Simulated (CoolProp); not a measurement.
Values from CoolProp's reference Helmholtz-energy equation of state, Lemmon 2004. It is a short technical equation, of lower accuracy than the large ones.

Q: For n-dodecane, give the phase and the Z, fugacity coefficient at 620 K and 4.85 MPa; 620 K and 6.06 MPa.

A: 
- 620 K and 4.85 MPa: liquid; Z 0.335, fugacity coefficient 0.209
- 620 K and 6.06 MPa: liquid; Z 0.411, fugacity coefficient 0.182
